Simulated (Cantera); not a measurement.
Charge: 1 mol S, 1.1 mol H2O, 1.5 mol H2, equilibrated at 82.5 Torr.

Equilibrium computed with Cantera from the NASA thermochemical tables; the gas is ideal and each condensed phase is pure. Candidate condensed phases: H2O, H2SO4, S; 19 gas species. Equilibrium is a limit: real reactors are often held back by kinetics, nucleation or transport. All values below are at 2098 K.

Base state: H2 0.496, H2O 0.293, S2 0.114, H2S 0.0254, SH 0.0209, SO 0.0189, SO2 0.0188, H 0.00654 (mole fractions); condensed: gas only.

Q: What changes in the equilibrium state with this change: S replaced by HI?

A: 
| species | before | after |
|---|---|---|
| H2 | 0.496 | 0.477 |
| H2O | 0.293 | 0.270 |
| I | 0 | 0.222 |
| S2 | 0.114 | 0 |
| H2S | 0.0254 | 0 |
| HI | 0 | 0.0240 |
| SH | 0.0209 | 0 |
| SO | 0.0189 | 0 |
| SO2 | 0.0188 | 0 |
| S | 0.00596 | 0 |
| S2O | 0.000702 | 0 |
Further candidate phases: I2.

Q: What changes in the equilibrium state with this change: H2 from 1.5 to 0.17 mol?

A: 
| species | before | after |
|---|---|---|
| H2O | 0.293 | 0.346 |
| H2 | 0.496 | 0.293 |
| S2 | 0.114 | 0.170 |
| SO2 | 0.0188 | 0.0925 |
| SO | 0.0189 | 0.0464 |
| H2S | 0.0254 | 0.0183 |
| SH | 0.0209 | 0.0196 |
| S2O | 0.000702 | 0.00210 |
| OH | 0.000457 | 0.000704 |
